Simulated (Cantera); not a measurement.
A closed system holds: 1 mol V, 18 mol NH₃, at 2450 K and 1.00 Torr.

Equilibrium computed with Cantera from the NASA thermochemical tables; the gas is ideal and each condensed phase is pure. Candidate condensed phases: V, VN; 11 gas species. Rates play no part.

Base state: H₂ 0.421, H 0.357, N₂ 0.200, V 0.0222 (mole fractions); condensed: gas only.

### Question
What changes in the equilibrium state with this change: pressure from 1.00 Torr to 428 Torr?

### Answer
| species | before | after |
|---|---|---|
| H₂ | 0.421 | 0.729 |
| N₂ | 0.200 | 0.247 |
| H | 0.357 | 0.0227 |
| V | 0.0222 | 0.000878 |
| V(l), mol | 0 | 0.968 |
Condensed phases not in the tables: V₂N, N, O or C dissolved in the metal.
